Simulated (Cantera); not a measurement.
Input: 1 mol n-butane, 0.27 mol NH3, held at 2450 K and 16.0 Pa.

Equilibrium computed with Cantera from the NASA thermochemical tables; the gas is ideal and each condensed phase is pure. Candidate condensed phases: C, C6H6, C7H8, C8H18; 92 gas species. Kinetics and transport are ignored.

Base state: H 0.753, H2 0.225, N2 0.0130, HCN 0.00336, C2H2 (acetylene) 0.00196, C3 0.00140, CN 0.000607, C 0.000516 (mole fractions); condensed: C(graphite).

Task: What changes in the equilibrium state with this change: temperature from 2450 K to 1300 K?

Result: 
```tsv
species	before	after
H2	0.225	0.976
N2	0.0130	0.0244
H	0.753	8.64e-5
C3	0.00140	<1e-9
CN	0.000607	<1e-9
C(graphite), mol	3.87	4.00
```
